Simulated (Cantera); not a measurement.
Charge: 1 mol Al, 2.3 mol HCl, 460 mol N₂, at 100 Torr.

Equilibrium computed with Cantera from the NASA thermochemical tables; the gas is ideal and each condensed phase is pure. Candidate condensed phases: Al, AlCl₃, AlN, NH₄Cl; 20 gas species. Rates play no part.

Task: Which condensed phases are stable at each of these points (T (°C)): 400, 550, 700, 850, 1000, 1150, 1300, 1450, 1600, 1750?

Result: 
| T (°C) | condensed phases | Al condensed (%) |
|---|---|---|
| 400 | AlN(s) | 56.8 |
| 550 | AlN(s) | 54.0 |
| 700 | AlN(s) | 51.9 |
| 850 | AlN(s) | 50.4 |
| 1000 | AlN(s) | 49.1 |
| 1150 | AlN(s) | 45.8 |
| 1300 | AlN(s) | 21.8 |
| 1450 | gas only | 0.0 |
| 1600 | gas only | 0.0 |
| 1750 | gas only | 0.0 |

From 400 °C to 1300 °C the condensed part is AlN(s). From 1450 °C to 1750 °C nothing is condensed.
